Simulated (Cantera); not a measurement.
Input: 1 mol TEOS, 6.3 mol CO2, 1.2 mol O3, equilibrated at 1125 K and 0.133 bar.

Method: chemical equilibrium by Gibbs-energy minimisation in Cantera with the NASA 1993 tables (ideal gas, pure condensed phases). Candidate condensed phases: C, C6H6, C7H8, C8H18, H2O, Si, SiC, SiO2; 123 gas species. The feed counts by its element totals alone. Equilibrium is a limit: real reactors are often held back by kinetics, nucleation or transport.

Base state: CO 0.497, H2 0.342, CO2 0.0913, H2O 0.0692 (mole fractions); condensed: SiO2(β-quartz).

### Question
What changes in the equilibrium state with this change: O3 from 1.2 to 0.13 mol?

### Answer
| species | before | after |
|---|---|---|
| CO | 0.497 | 0.572 |
| H2 | 0.342 | 0.399 |
| CO2 | 0.0913 | 0.0161 |
| H2O | 0.0692 | 0.0124 |
| CH4 | 9.51e-6 | 9.70e-5 |
| SiO2(β-quartz), mol | 1.00 | 1.00 |
